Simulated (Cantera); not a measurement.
A freely propagating, adiabatic, planar premixed flame of 5.19 % CH4, 0.353 % C2H6, 4.31 % C3H8, 23.7 % O2, 66.5 % N2, equivalence ratio 1.4, unburnt at 373 K and 7500 Torr; mixture-averaged transport, grid criteria slope 0.08 and curve 0.16, no radiation.

Model: GRI-Mech 3.0 (53 species, 325 reactions), integrated in Cantera. GRI-Mech 3.0 was tuned for natural gas; its chemistry of propane as a main component is partial and can be far from experiment. Burning velocities carry a grid error of a few per cent, more on coarse grids.

Problem. Predict: laminar burning velocity; thermal thickness; peak x(C2H2); peak x(OH).

Solution. 
- laminar burning velocity = 31.2 cm/s
- thermal thickness = 0.0617 mm
- peak x(C2H2) = 0.00498
- peak x(OH) = 0.00132
